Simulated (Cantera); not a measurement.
A closed system holds: 1 mol Si(CH3)4, 0.19 mol C2H2, 1800 mol H2, at 6100 Pa.

Equilibrium computed with Cantera from the NASA thermochemical tables; the gas is ideal and each condensed phase is pure. Candidate condensed phases: C, C6H6, C7H8, C8H18, Si, SiC; 87 gas species. Gases not in the tables: Si2H6 and higher silanes. Kinetics and transport are ignored.

x: gas mole fraction; n: condensed amount in mol.

```tsv
T (K)	x H2	x H	x C2H2 (acetylene)	x Si	x CH4	x SiH	x SiH2	n C(graphite)	n SiC(s)
1775	0.999	0.00117	0.000142	7.72e-7	5.09e-5	2.34e-7	5.36e-7	2.77	0.997
1825	0.998	0.00178	0.000214	2.01e-6	4.31e-5	5.27e-7	9.58e-7	2.53	0.994
1875	0.997	0.00265	0.000316	4.97e-6	3.67e-5	1.14e-6	1.66e-6	2.18	0.985
1925	0.996	___	___	___	___	___	___	___	0.968
1975	0.994	0.00552	0.000645	2.65e-5	2.74e-5	4.69e-6	4.56e-6	1.05	0.931
2025	0.991	0.00776	0.000897	5.73e-5	2.38e-5	9.03e-6	7.28e-6	0.204	0.855
2075	0.988	0.0107	0.000999	0.000133	1.88e-5	1.86e-5	1.26e-5	0	0.673
2125	0.984	0.0146	0.00109	0.000296	1.50e-5	3.73e-5	2.12e-5	0	0.280
2175	0.979	___	0.00116	0.000425	___	4.83e-5	___	0	0
2225	0.972	0.0259	0.00116	0.000444	9.18e-6	4.56e-5	1.88e-5	0	0
2275	0.965	0.0338	0.00116	0.000457	7.18e-6	4.26e-5	1.51e-5	0	0
```

Q: Complete the blanks.

A: 
- 2175, x H: 0.0196
- 2175, x CH4: 1.18e-5
- 2175, x SiH2: 2.33e-5
- 1925, x H: 0.00386
- 1925, x C2H2 (acetylene): 0.000456
- 1925, x Si: 1.17e-5
- 1925, x CH4: 3.16e-5
- 1925, x SiH: 2.35e-6
- 1925, x SiH2: 2.79e-6
- 1925, n C(graphite): 1.70
